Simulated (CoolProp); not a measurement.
20 sccm (0 °C, 1 atm) of nitrogen bubbles through liquid n-undecane at 360.2 K and leaves saturated at a total pressure of 0.0298 MPa (ideal gas phase). Each further row changes one setting.

Computed with CoolProp (reference Helmholtz-energy equation of state, Aleksandrov 2011). It is a short technical equation, of lower accuracy than the large ones.

```tsv
case	vapour pressure (kPa)	mole fraction of vapour	delivery (mg/min)	delivery (sccm)	change of delivery for a bath 1 K warmer (%)
as stated	2.45	[?]	[?]	[?]	5.3
bath temperature 365.2 K	3.10	0.104	[?]	[?]	5.3
total pressure 0.0596 MPa	2.45	[?]	[?]	0.859	[?]
```

Fill in the missing entries.


- as stated, mole fraction of vapour: 0.0824
- as stated, delivery (mg/min): 12.5
- as stated, delivery (sccm): 1.80
- bath temperature 365.2 K, delivery (mg/min): 16.2
- bath temperature 365.2 K, delivery (sccm): 2.32
- total pressure 0.0596 MPa, mole fraction of vapour: 0.0412
- total pressure 0.0596 MPa, delivery (mg/min): 5.99
- total pressure 0.0596 MPa, change of delivery for a bath 1 K warmer (%): 5.1
